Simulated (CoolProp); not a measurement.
Vapour-liquid equilibrium of propylene (1) + R134a (2) at 336.8 K; x and y are mole fractions of (1).

Model: multi-fluid Helmholtz-energy mixture model, Lemmon 2013 and Tillner-Roth 1994; pair parameters Bell 2016, in CoolProp.

Question: Give the bubble pressure and the first vapour's composition at x = 0.05, 0.65, 0.725. Is there an azeotrope?

Answer: x = 0.05: 1.976 MPa, y = 0.093; x = 0.65: 2.892 MPa, y = 0.670; x = 0.725: 2.910 MPa, y = 0.728. y crosses x between x = 0.725 and 0.8: the model has an azeotrope there.

Pair parameters are fitted to limited data, so mixtures are less certain than the pure fluids.
